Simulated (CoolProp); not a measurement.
Properties of methanol along the isobar 5.83 MPa.

Values from CoolProp's reference Helmholtz-energy equation of state, de Reuck 1993.

```csv
T (K),phase,cv (kJ/(kg K)),viscosity (µPa s),Prandtl number
402.8,liquid,2.751,175,(withheld)
416.3,liquid,(withheld),(withheld),3.14
429.7,liquid,2.920,137,2.97
443.1,liquid,3.006,120,2.82
456.5,liquid,3.096,105,(withheld)
469.9,liquid,(withheld),90.6,2.59
483.3,liquid,3.322,76.3,2.59
496.7,gas,3.708,17.1,2.62
510.1,gas,3.119,17.0,1.66
523.5,gas,2.825,17.3,1.34
536.9,gas,2.652,(withheld),1.17
550.4,gas,2.540,(withheld),1.07
563.8,gas,(withheld),18.7,1.00
577.2,gas,2.413,19.2,0.955
```

**Question.** Fill in the missing entries.

**Answer.** 
- 402.8, Prandtl number: 3.33
- 416.3, cv (kJ/(kg K)): 2.835
- 416.3, viscosity (µPa s): 155
- 456.5, Prandtl number: 2.69
- 469.9, cv (kJ/(kg K)): 3.196
- 536.9, viscosity (µPa s): 17.8
- 550.4, viscosity (µPa s): 18.2
- 563.8, cv (kJ/(kg K)): 2.465

Viscosity comes from a separate model (Xiang 2006). Thermal conductivity comes from a separate model (Sykioti 2013).
